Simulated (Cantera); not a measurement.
# Gas-phase reforming

An isothermal, constant-pressure homogeneous reactor starts with 63.7 % CH4, 36.3 % CO2, at 1325 K and 1.01 bar.

Cantera simulation using GRI-Mech 3.0 (53 species, 325 reactions); the numbers are that mechanism's predictions, not measurements. GRI-Mech 3.0 stops at C3 and has no aromatics, soot or wall deposition, so with more carbon than oxygen in the feed, carbon stays in small species such as C2H2 where larger ones or solid carbon would form.

| t (s) | x CH4 | x CO2 | x HO2 | x HCO | x CH3 |
|---|---|---|---|---|---|
| 2.00e-5 | 0.637 | 0.363 | <1e-12 | <1e-12 | 2.48e-7 |
| 4.85e-5 | 0.637 | 0.363 | <1e-12 | <1e-12 | 6.03e-7 |
| 0.000118 | 0.637 | 0.363 | <1e-12 | <1e-12 | 1.46e-6 |
| 0.000285 | 0.637 | 0.363 | <1e-12 | <1e-12 | 3.45e-6 |
| 0.000691 | 0.637 | 0.363 | <1e-12 | <1e-12 | 7.40e-6 |
| 0.00168 | 0.637 | 0.363 | <1e-12 | <1e-12 | 1.14e-5 |
| 0.00406 | 0.637 | 0.363 | <1e-12 | <1e-12 | 1.25e-5 |
| 0.00985 | 0.637 | 0.363 | <1e-12 | <1e-12 | 1.34e-5 |
| 0.0239 | 0.637 | 0.363 | <1e-12 | <1e-12 | 1.53e-5 |
| 0.0579 | 0.636 | 0.363 | <1e-12 | 1.79e-12 | 1.87e-5 |
| 0.140 | 0.635 | 0.363 | <1e-12 | 3.49e-12 | 2.32e-5 |
| 0.340 | 0.631 | 0.362 | <1e-12 | 4.55e-12 | 2.57e-5 |
| 0.825 | 0.620 | 0.360 | <1e-12 | 4.47e-12 | 2.50e-5 |
| 2.00 | 0.594 | 0.353 | <1e-12 | 4.42e-12 | 2.28e-5 |
x: mole fraction; the columns are a selection and need not sum to one.

Equilibrium at this temperature and pressure: CH4 0.140, CO2 6.11e-6, HO2 <1e-12, HCO 1.61e-9, CH3 6.82e-6 (gas phase only).
